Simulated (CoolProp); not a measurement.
Saturation properties of carbon dioxide (Tc = 31.0 °C, pc = 7.377 MPa, ω = 0.224).

The numbers come from the reference Helmholtz-energy equation of state, Span 1996 in CoolProp.

| T (°C) | p (MPa) | vapour density (kg/m³) | enthalpy of vaporisation (kJ/kg) | liquid cp (kJ/(kg K)) | surface tension (mN/m) |
|---|---|---|---|---|---|
| -42.05 | 0.9308 | 24.24 | 326.1 | 2.002 | 13.1 |
| -36.45 | 1.142 | 29.66 | 315.9 | 2.031 | 11.9 |
| -30.75 | 1.392 | 36.16 | 305.0 | 2.068 | 10.6 |
| -25.05 | 1.680 | 43.81 | 293.4 | 2.114 | 9.43 |
| -19.35 | 2.009 | 52.80 | 281.0 | 2.173 | 8.24 |
| -13.65 | 2.384 | 63.40 | 267.7 | 2.248 | 7.09 |
| -7.95 | 2.807 | 75.95 | 253.3 | 2.346 | 5.97 |
| -2.25 | 3.282 | 90.92 | 237.6 | 2.477 | 4.90 |
| 3.45 | 3.814 | 109.0 | 220.1 | 2.663 | 3.87 |

Surface tension comes from a separate correlation (Mulero 2012).
